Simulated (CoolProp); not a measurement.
Tetradecamethylhexasiloxane (MD4M) along the isotherm 65.85 °C: Z from the reference equation and from simpler models built on Tc = 380.0 °C, pc = 0.8286 MPa, ω = 0.800; each cubic takes its own stable root.

Values from CoolProp's reference Helmholtz-energy equation of state, Thol 2019.

```csv
p (MPa),phase,reference
0.0262,liquid,0.005037
0.0442,liquid,0.008497
0.0746,liquid,0.01434
0.126,liquid,0.02422
0.213,liquid,0.04093
0.359,liquid,0.06897
0.605,liquid,0.1162
1.02,liquid,0.1957
1.72,liquid,0.3295
2.91,liquid,0.5563
4.91,liquid,0.9351
8.29,liquid,1.570
```

### Question
How far does each simpler model (Redlich-Kwong, Peng-Robinson) lie from the reference over these 12 states: mean and median of the absolute difference, and the worst?

### Answer
- Redlich-Kwong: mean 24.7 %, median 25.3 %, worst +25.7 % at 65.85 °C and 0.0262 MPa
- Peng-Robinson: mean 4.4 %, median 4.5 %, worst +4.5 % at 65.85 °C and 0.0262 MPa
